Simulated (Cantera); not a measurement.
Feed: 1 mol CaO, 1.2 mol F2, at 40.0 Pa.

Cantera equilibrium calculation (NASA polynomials, part measured and part estimated; ideal gas, pure solids and liquids). Candidate condensed phases: Ca, CaF2, CaO; 13 gas species. The numbers say what is thermodynamically allowed, not how fast it happens.

x: gas mole fraction; n: condensed amount in mol.

```tsv
T (°C)	x O2	x CaF2	x F	x F2	x O	x FO2	x FO	n CaF2(s)	n CaF2(l)
352	0.712	<1e-12	0.00714	0.281	<1e-12	2.28e-6	1.70e-9	1.00	0
452	0.694	<1e-12	0.0582	0.248	<1e-12	2.94e-6	2.85e-8	1.00	0
552	0.634	<1e-12	0.226	0.140	1.00e-11	2.63e-6	1.84e-7	1.00	0
652	0.573	4.99e-12	0.394	0.0322	5.07e-10	1.40e-6	4.68e-7	1.00	0
752	0.558	(withheld)	0.437	(withheld)	(withheld)	(withheld)	(withheld)	1.00	0
852	0.556	(withheld)	0.443	(withheld)	(withheld)	(withheld)	(withheld)	1.00	0
952	0.556	3.44e-6	0.444	0.000212	1.57e-6	1.70e-7	1.22e-6	1.000	0
1052	0.556	7.40e-5	0.444	6.21e-5	1.03e-5	1.02e-7	1.48e-6	1.000	0
1152	0.555	0.00101	0.444	2.15e-5	5.17e-5	6.54e-8	1.75e-6	0.999	0
1252	0.550	0.00919	0.440	8.38e-6	0.000210	4.38e-8	1.99e-6	0.992	0
1352	0.521	0.0619	0.417	3.33e-6	0.000702	2.80e-8	2.08e-6	0.941	0
1452	0.381	0.312	0.306	8.73e-7	0.00179	1.11e-8	1.46e-6	0	0.592
1552	0.261	0.525	0.210	2.17e-7	0.00392	4.02e-9	9.14e-7	0	0
```

Some entries are withheld; supply them.


- 752, x CaF2: 1.10e-9
- 752, x F2: 0.00489
- 752, x O: 1.23e-8
- 752, x FO2: 6.32e-7
- 752, x FO: 7.21e-7
- 852, x CaF2: 8.95e-8
- 852, x F2: 0.000898
- 852, x O: 1.72e-7
- 852, x FO2: 3.11e-7
- 852, x FO: 9.64e-7
